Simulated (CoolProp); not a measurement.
Vapour pressure (kPa) of n-perfluorohexane: the reference equation beside estimates from Tc = 448.0 K, pc = 1742 kPa, ω = 0.497.

The numbers come from the reference Helmholtz-energy equation of state, Gao 2022 in CoolProp.

```tsv
T (K)	reference	Soave-Redlich-Kwong	Peng-Robinson
311.8	51.73	51.68	52.19
320.4	71.60	71.65	72.00
329	97.02	97.31	97.37
337.6	129.0	129.7	129.3
346.2	168.6	170.0	169.0
354.7	216.3	218.8	217.0
363.3	274.5	278.4	275.7
371.9	344.0	349.9	346.0
380.5	426.0	434.5	429.4
389.1	522.2	533.8	527.5
397.6	632.7	647.9	640.4
```

Absolute difference from the reference over all 11 rows, mean and median: Soave-Redlich-Kwong 1.2 and 1.2 %, Peng-Robinson 0.6 and 0.6 %.
